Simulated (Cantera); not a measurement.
Input: 1 mol Cu, 0.54 mol F2, 6.9 mol N2, equilibrated at 1400 K.

These are equilibrium values from Cantera (NASA tables, ideal gas, pure condensed phases), not measurements of a reactor. Candidate condensed phases: Cu, CuF2; 11 gas species. The numbers say what is thermodynamically allowed, not how fast it happens.

Question: At 56.0 mbar, list the 4 most abundant gas species with their mole fractions, and the condensed phases.

Answer: N2 0.878, CuF 0.107, CuF2 0.0153, Cu 2.41e-5. Condensed: Cu(l).
